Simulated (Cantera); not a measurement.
Input (Python, Cantera) and output of one run.

```python
import numpy as np
import cantera as ct

gas_names = """
    CL CL2 H HCL H2 N NH NH2 NH3 N2 N2H2 N2H4 Si SiCL SiCL2 SiCL3 SiCL4 SiH SiHCL3 SiH2 SiH2CL2 SiH3
    SiH3CL SiH4 SiN Si2 Si2N Si3
""".split()
cond_names = """
    NH4CL(a) NH4CL(b) Si(cr) Si(L) Si3N4(a)
""".split()


# ... load() reads the species with a 1 bar reference pressure and builds the phases ...
atoms = {
    'SiH4': {'Si': 1, 'H': 4},
    'HCl': {'H': 1, 'CL': 1},
    'N2': {'N': 2},
}
top_T = {'Si3N4(a)': 2400}  # K; cautious upper limits of use, not melting points


# ... equilibrate(T, P, feed) seeds the gas with the atoms and calls Mixture.equilibrate('TP', solver="vcs", rtol=1e-11, max_steps=5000) ...
results = []
feed = {'SiH4': 1, 'HCl': 2.7, 'N2': 4.6}  # mol
P = 10000  # Pa
for T in [1425, 1450, 1475, 1500, 1525, 1550, 1575, 1600, 1625, 1650, 1675, 1700, 1725]:
    mix = equilibrate(T, P, feed)
    results.append((T, P, feed, dict(zip(mix.species_names, mix.species_moles))))

top = {s: max(r[3][s] / sum(r[3][g] for g in gas_names) for r in results) for s in gas_names}
cols = sorted((s for s in top if top[s] > 0.001), key=lambda s: -top[s])[:7]
seen = [c for c in cond_names if any(r[3].get(c, 0) > 1e-12 for r in results)]
print("log10 of partial pressures in bar; condensed amounts in mol")
print(f"{'T/K':>10s}" + "".join(f"{s[:9]:>10s}" for s in cols + seen))
for T, P, feed, n in results:
    ng = sum(n[g] for g in gas_names)
    print(f"{T:10.4g}" + "".join(f"{np.log10(max(n[s] / ng * P / 1e5, 1e-99)):10.3f}" for s in cols)
          + "".join(f"{n.get(c, 0):10.4g}" for c in seen))
```

Result:

```
log10 of partial pressures in bar; condensed amounts in mol
       T/K        N2        H2       HCL     SiCL2     SiCL4     SiCL3  Si3N4(a)
      1425    -1.334    -1.600    -1.565    -3.494    -3.194    -3.642    0.2978
      1450    -1.333    -1.598    -1.568    -3.338    -3.232    -3.567     0.294
      1475    -1.333    -1.597    -1.574    -3.192    -3.276    -3.500     0.289
      1500    -1.332    -1.594    -1.581    -3.055    -3.328    -3.443    0.2825
      1525    -1.332    -1.591    -1.590    -2.929    -3.389    -3.395    0.2743
      1550    -1.331    -1.587    -1.601    -2.813    -3.460    -3.359    0.2645
      1575    -1.330    -1.583    -1.615    -2.707    -3.542    -3.333    0.2529
      1600    -1.328    -1.577    -1.631    -2.611    -3.635    -3.319    0.2398
      1625    -1.327    -1.572    -1.650    -2.526    -3.738    -3.315    0.2252
      1650    -1.325    -1.566    -1.671    -2.450    -3.851    -3.321    0.2095
      1675    -1.324    -1.559    -1.695    -2.382    -3.974    -3.337    0.1929
      1700    -1.322    -1.553    -1.720    -2.323    -4.105    -3.361    0.1759
      1725    -1.321    -1.546    -1.747    -2.271    -4.242    -3.392    0.1587
```

Cantera equilibrium calculation (NASA polynomials, part measured and part estimated; ideal gas, pure solids and liquids). N2 is the only nitrogen source here; it is nearly inert below about 1500 K, so the nitride shown seldom forms there in practice. The tables' values for SiCl3, SiCl are old estimates; treat these amounts as uncertain.
